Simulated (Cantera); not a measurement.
SiO₂ + NF₃ (oxide etching and cleaning by halides)

Input: 1 mol SiO₂, 1 mol NF₃, held at 0.133 bar.

Method: chemical equilibrium by Gibbs-energy minimisation in Cantera with the NASA 1993 tables (ideal gas, pure condensed phases). Candidate condensed phases: Si, SiO₂, Si₂N₂O, Si₃N₄; 28 gas species. The tables hold silica as quartz up to 1696 K and as liquid above; real silica turns to tridymite and cristobalite and melts near 1996 K. Kinetics and transport are ignored.

From 1025 K to 1625 K the condensed part is SiO₂(β-quartz). At 1700 K the condensed part is SiO₂(condensed). The main Si-bearing gas is SiF₄ throughout.

```
T (K)  x SiF₄   x O₂   x N₂      x NO  n SiO₂(β-quartz)  n SiO₂(condensed)
-----  ------  -----  -----  --------  ----------------  -----------------
1025    0.375  0.375  0.250   3.08e-5             0.250                  0
1100    0.375  0.375  0.250   6.40e-5             0.250                  0
1175    0.375  0.375  0.250  0.000121             0.250                  0
1250    0.375  0.375  0.250  0.000212             0.250                  0
1325    0.375  0.375  0.250  0.000349             0.250                  0
1400    0.375  0.375  0.250  0.000545             0.250                  0
1475    0.375  0.375  0.250  0.000812             0.250                  0
1550    0.375  0.374  0.249   0.00116             0.250                  0
1625    0.375  0.374  0.249   0.00161             0.250                  0
1700    0.375  0.374  0.249   0.00218                 0              0.250
```
x: gas mole fraction; n: condensed amount in mol.
